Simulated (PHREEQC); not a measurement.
Solution (25 °C): 0.14 mol/kgw CdCl2, 0.0016 mol/kgw ZnCl2 and 4e-05 mol/kgw Na2SO4. Closed to the air; pH follows from the charge balance.

All values are PHREEQC results (ion-association model, phreeqc.dat), not measurements.

| quantity | before | after |
|---|---|---|
| pH | 5.31 | 5.38 |
| ionic strength (mol/kgw) | 0.160 | 0.162 |
| Cl- (mol/kgw) | 0.134 | 0.136 |
| Zn+2 (mol/kgw) | 0.00142 | 0.00150 |
| ZnCl+ (mol/kgw) | 0.000164 | 8.97e-5 |
| SO4-2 (mol/kgw) | 2.40e-5 | 2.43e-5 |
| SI of Halite (NaCl) | -6.80 | -6.77 |

Task: What was changed between the two runs?
(A) temperature from 25 to 10 °C
(B) Na2SO4 from 4e-05 to 8e-06 mol/kgw
(C) CdCl2 left out
(D) CdCl2 replaced by CaCl2 at the same molality

Result: A, temperature from 25 to 10 °C

Precipitation was switched off in this run. Away from 25 °C the constants follow the database's enthalpies or fits; those with neither stay at their 25 °C values.
